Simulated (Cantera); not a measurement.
What does this Cantera script print?

```python
import numpy as np
import cantera as ct

gas = ct.Solution("gri30.yaml")


def delay(T, t_max=10):
    gas.TPX = T, 1000000, {'H2': 1, 'O2': 0.5, 'N2': 1.88}
    reactor = ct.IdealGasConstPressureReactor(gas, clone=False)
    net = ct.ReactorNet([reactor])
    net.rtol, net.atol = 1e-8, 1e-16
    while net.time < t_max:
        t_old, T_old = net.time, reactor.T
        net.step()
        if reactor.T > T + 400:  # ignition: a rise of 400 K
            return t_old + (T + 400 - T_old) / (reactor.T - T_old) * (net.time - t_old)
    return np.nan


taus = []
for T in [1125, 1175, 1225, 1275, 1325, 1375, 1425]:
    taus.append(delay(T))
    print(f"T0 = {T:6g} K   tau = {taus[-1]:.4e} s")
```

It prints:

```
T0 =   1125 K   tau = 4.8918e-04 s
T0 =   1175 K   tau = 1.3410e-04 s
T0 =   1225 K   tau = 2.5221e-05 s
T0 =   1275 K   tau = 7.0302e-06 s
T0 =   1325 K   tau = 3.9307e-06 s
T0 =   1375 K   tau = 2.7033e-06 s
T0 =   1425 K   tau = 2.0396e-06 s
```

Detailed kinetics in Cantera: GRI-Mech 3.0 (53 species, 325 reactions). The hydrogen kinetics of GRI-Mech 3.0 are dated; newer H2 mechanisms differ, most at raised pressure.
